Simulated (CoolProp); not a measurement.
A single-stage vapour-compression cycle with isobutene: evaporating at 267.15 K (dew point), condensing at 329.15 K (bubble point), superheat 0 K, subcooling 2 K, compressor efficiency 0.8, no pressure losses. Each further row changes one setting.

The numbers come from the reference Helmholtz-energy equation of state, Lemmon 2005 in CoolProp. It is a short technical equation, of lower accuracy than the large ones.

```
case                              cooling COP  pressure ratio  discharge temperature (K)  refrigerating effect (kJ/kg)  volumetric capacity (kJ/m³)
--------------------------------  -----------  --------------  -------------------------  ----------------------------  ---------------------------
as stated                                2.60            6.73                      337.7                           248                          689
evaporating temperature 272.15 K         2.95            5.56                      336.2                           254                          845
condensing temperature 324.15 K          2.93            5.94                      332.7                           260                          725
subcooling 7 K                           2.73            6.73                      337.7                           260                          725
superheat 10 K                           2.64            6.73                      347.7                           263                          702
compressor efficiency 0.7                2.27            6.73                      344.5                           248                          689
```
